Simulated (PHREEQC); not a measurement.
PHREEQC input (ion-association model, wateq4f.dat):

```
SOLUTION_MASTER_SPECIES
  An  An-  0  An  62.0  # stands for a non-complexing anion
SOLUTION_SPECIES
  An- = An-
    -log_k 0
    -gamma 3.0 0
  PO4-3 + 3H+ = H3PO4  # constants of phreeqc.dat
    -log_k 21.721
    -delta_h -10.1 kJ
PHASES
  Fix_H+
    H+ = H+
    -log_k 0
SOLUTION 1
  temp 25
  units mmol/kgw
  pH 7 charge
  P 0.0017
  Na 5.0017
  Cl 0.00046
  Ca 0.00023
  An 5
END
SELECTED_OUTPUT 1
  -reset false
  -pH true
  -pe true
  -ionic_strength true
  -water true
  -totals Ca Cl Na P
  -molalities Hfo_wOH Hfo_wOH2+ Hfo_wO- Hfo_sOH Hfo_sOH2+ Hfo_sO- Hfo_sOHCa+2 Hfo_wOCa+ Hfo_wH2PO4 Hfo_wHPO4-
    Hfo_wPO4-2
  -saturation_indices Portlandite Hydroxyapatite Halite
USER_PUNCH 1
  -headings sigma psi
  10 PUNCH EDL("sigma", "Hfo"), EDL("psi", "Hfo")
PRINT
  -reset false
USE solution 1
SURFACE 1
  Hfo_wOH 0.000150562 600 0.067
  Hfo_sOH 3.76404e-06
EQUILIBRIUM_PHASES 1
  Fix_H+ -3 HAn 10
    -force_equality true
  O2(g) -0.68 10
END
# ... the last block is repeated for the other 12 points of pH, with NaOH or the acid as the point needs
```

Selected output (columns that matter, 13 of 13 rows; pH added in front):

```
pH	mu	Ca	Na	P	m_Hfo_wOH	m_Hfo_wOH2+	m_Hfo_wO-	m_Hfo_sOH	m_Hfo_sOH2+	si_Portlandite	si_Hydroxyapatite	si_Halite	sigma	psi
3	0.0061419	2.3e-07	0.0050017	2.1656e-11	2.6276e-05	0.00012246	1.2917e-07	6.6441e-07	3.0964e-06	-23.579	-63.359	-10.293	0.29729	0.21424
3.5	0.0053914	2.3e-07	0.0050017	1.4372e-11	4.917e-05	9.9133e-05	5.5871e-07	1.2433e-06	2.5066e-06	-22.571	-60.237	-10.288	0.23812	0.20619
4	0.0051469	2.3e-07	0.0050017	1.4673e-11	7.1003e-05	7.6347e-05	1.5127e-06	1.7953e-06	1.9305e-06	-21.569	-56.658	-10.287	0.17911	0.19276
4.5	0.005063	2.3e-07	0.0050017	1.9268e-11	8.8262e-05	5.7496e-05	3.1039e-06	2.2317e-06	1.4538e-06	-20.568	-52.788	-10.286	0.12828	0.17606
5	0.0050314	2.3e-07	0.0050017	3.0244e-11	0.00010011	4.3474e-05	5.2808e-06	2.5313e-06	1.0993e-06	-19.567	-48.702	-10.286	0.08797	0.1569
5.5	0.0050178	2.3e-07	0.0050017	5.5862e-11	0.00010723	3.3847e-05	7.7826e-06	2.7114e-06	8.5584e-07	-18.567	-44.422	-10.286	0.057779	0.13551
6	0.005011	2.2999e-07	0.0050017	1.2307e-10	0.00011101	2.764e-05	1.0214e-05	2.8069e-06	6.9888e-07	-17.567	-39.958	-10.286	0.036277	0.11203
6.5	0.0050072	2.2994e-07	0.0050017	3.3767e-10	0.00011281	2.3804e-05	1.2248e-05	2.8524e-06	6.0188e-07	-16.567	-35.333	-10.286	0.021671	0.086705
7	0.005005	2.2954e-07	0.0050017	1.2582e-09	0.00011362	2.1462e-05	1.378e-05	2.8726e-06	5.4262e-07	-15.568	-30.588	-10.286	0.012042	0.059971
7.5	0.0050036	2.2611e-07	0.0050017	6.7829e-09	0.00011399	1.9971e-05	1.4906e-05	2.8794e-06	5.0446e-07	-14.574	-25.795	-10.286	0.0055725	0.032327
8	0.0050025	1.9955e-07	0.0050017	4.789e-08	0.00011421	1.8843e-05	1.5857e-05	2.8651e-06	4.7271e-07	-13.629	-21.235	-10.286	0.0006938	0.0042912
8.5	0.0050057	1.0011e-07	0.0050059	3.241e-07	0.00011451	1.7575e-05	1.7092e-05	2.7969e-06	4.2927e-07	-12.928	-18.137	-10.286	-0.0039174	-0.023429
9	0.0050166	2.0271e-08	0.0050174	1.1131e-06	0.000115	1.5856e-05	1.9106e-05	2.7389e-06	3.7765e-07	-12.623	-17.966	-10.285	-0.009486	-0.050254
```

Species that the database lacks are ignored. H3PO4, which wateq4f.dat lacks, is added to it with the constant of phreeqc.dat. The oxide is taken as insoluble; below pH 4 it would dissolve.
